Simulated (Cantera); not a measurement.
## Silicon nitride deposition: SiHCl3 + NH3 + N2

Input: 1 mol SiHCl3, 4.1 mol NH3, 20 mol N2, at 0.000600 bar.

Cantera equilibrium calculation (NASA polynomials, part measured and part estimated; ideal gas, pure solids and liquids). Candidate condensed phases: NH4Cl, Si, Si3N4; 28 gas species. The tables' values for SiCl, SiCl3, SiN are old estimates; treat these amounts as uncertain. Equilibrium is a limit: real reactors are often held back by kinetics, nucleation or transport.

```tsv
T (K)	x N2	x H2	x HCl	x SiCl2	x H	x Si	n Si3N4(s)	n Si(l)
750	0.724	0.175	0.0999	2.54e-11	5.41e-12	<1e-12	0.329	0
950	0.724	0.175	0.101	2.08e-7	9.49e-9	<1e-12	0.332	0
1150	0.724	0.175	0.101	7.12e-5	1.27e-6	<1e-12	0.332	0
1350	0.725	0.178	0.0937	0.00354	4.10e-5	8.47e-9	0.297	0
1550	0.728	0.194	0.0550	0.0223	0.000566	2.38e-5	0.109	0
1750	0.726	0.196	0.0409	0.0282	0.00421	0.00250	0	0.0393
1950	0.710	0.176	0.0573	0.0164	0.0196	0.0137	0	0
```
x: gas mole fraction; n: condensed amount in mol.

From 750 K to 1550 K the condensed part is Si3N4(s). At 1750 K the condensed part is Si(l). At 1950 K nothing is condensed. The main Si-bearing gas is SiCl4 at 750 K and SiCl2 at 1950 K. The share of Si in condensed phases is highest at 950 K (99.6 %) and lowest at 1950 K (0.0 %).
